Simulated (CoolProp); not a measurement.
The fluid at 501.87 K and 0.885 MPa expands adiabatically to 0.0625 MPa with isentropic efficiency 0.9. The same conditions are run with several fluids, on thermodynamics alone (safety and materials aside).

The numbers come from the reference Helmholtz-energy equation of state of each fluid (hexamethyldisiloxane (MM): Thol 2016; sulfur dioxide: Gao 2016; n-hexane: Thol 2019; propylene: Lemmon 2013; nitrogen: Span 2000) in CoolProp.

| fluid | work (kJ/kg) | final temperature (K) | final density (kg/m³) |
|---|---|---|---|
| hexamethyldisiloxane (MM) | 54.0 | 464.9 | 2.67 |
| sulfur dioxide | 120 | 319.9 | 1.52 |
| n-hexane | 104 | 452.0 | 1.45 |
| propylene | 207 | 399.5 | 0.795 |
| nitrogen | 250 | 262.5 | 0.802 |
